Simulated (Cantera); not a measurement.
Input (Python, Cantera):

```python
import numpy as np
import cantera as ct

gas = ct.Solution("gri30.yaml")
gas.TPX = 1000, 1100, {'H2': 0.08, 'O2': 1}
inlet = ct.Reservoir(gas, clone=True)

reactor = ct.IdealGasConstPressureReactor(gas, energy="off", clone=False)
exhaust = ct.Reservoir(gas, clone=True)
tau = [24, 7.1, 2.1, 0.64, 0.19, 0.058, 0.017, 0.0052][0]
for a, b in ((inlet, reactor), (reactor, exhaust)):
    ct.MassFlowController(a, b, mdot=lambda t: reactor.mass / tau)
net = ct.ReactorNet([reactor])
show = ['H2', 'O2', 'HO2', 'H2O', 'OH', 'H']

rows = []
print(f"{'tau/s':>10s}{'T/K':>9s}" + "".join(f"{s:>11s}" for s in show))
for tau in [24, 7.1, 2.1, 0.64, 0.19, 0.058, 0.017, 0.0052]:
    net.initial_time = 0.0
    net.advance(30 * tau)
    before = gas.X
    net.advance(40 * tau)
    drift = np.max(np.abs(gas.X - before) / (gas.X + 1e-9))
    rows.append([gas.T, *gas[show].X, drift])
    print(f"{tau:10.3e}{gas.T:9.1f}" + "".join(f"{x:11.3e}" for x in gas[show].X))
```

Result:

```
     tau/s      T/K         H2         O2        HO2        H2O         OH          H
 2.400e+01   1000.0  9.721e-05  9.228e-01  1.286e-06  7.671e-02  1.814e-04  1.197e-05
 7.100e+00   1000.0  2.032e-04  9.224e-01  2.072e-06  7.652e-02  2.771e-04  4.030e-05
 2.100e+00   1000.0  4.154e-04  9.217e-01  3.122e-06  7.615e-02  4.294e-04  1.347e-04
 6.400e-01   1000.0  8.209e-04  9.204e-01  4.353e-06  7.539e-02  6.684e-04  4.310e-04
 1.900e-01   1000.0  1.636e-03  9.176e-01  5.668e-06  7.373e-02  1.061e-03  1.369e-03
 5.800e-02   1000.0  3.227e-03  9.126e-01  6.747e-06  7.020e-02  1.651e-03  3.919e-03
 1.700e-02   1000.0  6.644e-03  9.049e-01  7.330e-06  6.284e-02  2.484e-03  9.634e-03
 5.200e-03   1000.0  1.390e-02  8.992e-01  7.239e-06  5.114e-02  3.322e-03  1.613e-02
```

Detailed kinetics in Cantera: GRI-Mech 3.0 (53 species, 325 reactions). Radical loss at walls, strong at low pressure, is not modelled. The temperature is held fixed by assumption; the heat of reaction is taken as removed at once.
